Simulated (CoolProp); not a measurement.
Properties of carbon monoxide along the isobar 5.73 bar (Tc = 132.9 K, pc = 34.98 bar, ω = 0.050).

Model: reference Helmholtz-energy equation of state, Lemmon 2006, in CoolProp. It is a short technical equation, of lower accuracy than the large ones.

| T (K) | phase | density (kg/m³) | isothermal compressibility (1/MPa) |
|---|---|---|---|
| 104.9 | gas | … | … |
| 123.7 | gas | … | … |
| 142.6 | gas | 14.18 | … |
| 161.4 | gas | 12.34 | … |
| 180.2 | gas | 10.95 | 1.783 |
| 199 | gas | 9.849 | 1.772 |
| 217.8 | gas | 8.959 | 1.764 |
| 236.6 | gas | 8.221 | 1.758 |
| 255.4 | gas | 7.598 | 1.754 |
| 274.2 | gas | 7.065 | 1.751 |
| 293.1 | gas | 6.601 | 1.749 |
| 311.9 | gas | 6.197 | 1.747 |
| 330.7 | gas | 5.840 | 1.746 |
| 349.5 | gas | 5.522 | 1.745 |

Task: Fill in the missing entries.

Result: 
- 104.9, density (kg/m³): 20.94
- 104.9, isothermal compressibility (1/MPa): 2.022
- 123.7, density (kg/m³): 16.80
- 123.7, isothermal compressibility (1/MPa): 1.887
- 142.6, isothermal compressibility (1/MPa): 1.831
- 161.4, isothermal compressibility (1/MPa): 1.801
